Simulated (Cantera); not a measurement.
Equilibrium for chlorosilane synthesis and conversion: Si + HCl + H2

Input: 1 mol Si, 5.2 mol HCl, 3.7 mol H2, at 0.140 bar.

Cantera equilibrium calculation (NASA polynomials, part measured and part estimated; ideal gas, pure solids and liquids). Candidate condensed phases: Si; 19 gas species. The tables' values for SiCl3 are old estimates; treat these amounts as uncertain. Kinetics and transport are ignored.

```
T (°C)   x H2  x HCl  x SiCl4  x SiHCl3   x SiCl3
------  -----  -----  -------  --------  --------
527     0.721  0.152    0.126  0.000539   1.17e-6
577     0.721  0.153    0.126  0.000982   5.54e-6
627     0.720  0.154    0.125   0.00166   2.18e-5
677     0.719  0.155    0.124   0.00264   7.36e-5
727     0.717  0.156    0.122   0.00396  0.000218
777     0.715  0.158    0.120   0.00564  0.000572
827     0.712  0.161    0.117   0.00763   0.00135
877     0.708  0.166    0.113   0.00976   0.00287
927     0.701  0.174    0.106    0.0117   0.00548
```
x: gas mole fraction; nothing condenses.

From 527 °C to 927 °C nothing is condensed. The main Si-bearing gas is SiCl4 throughout.
